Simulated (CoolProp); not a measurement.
Vapour-liquid equilibrium of CH2F2 (R32) (1) + R125 (2) at 0.158 MPa; x and y are mole fractions of (1).

Computed with CoolProp (multi-fluid Helmholtz-energy mixture model, Tillner-Roth 1997 and Lemmon 2005; pair parameters Lemmon 2004).

**Question.** Give the bubble temperature and the first vapour's composition at x = 0.2, 0.65, 0.8. Is there an azeotrope?

**Answer.** x = 0.2: 233.2 K, y = 0.245; x = 0.65: 231.0 K, y = 0.682; x = 0.8: 230.6 K, y = 0.811. y crosses x between x = 0.8 and 0.95: the model has an azeotrope there.

Pair parameters are fitted to limited data, so mixtures are less certain than the pure fluids.
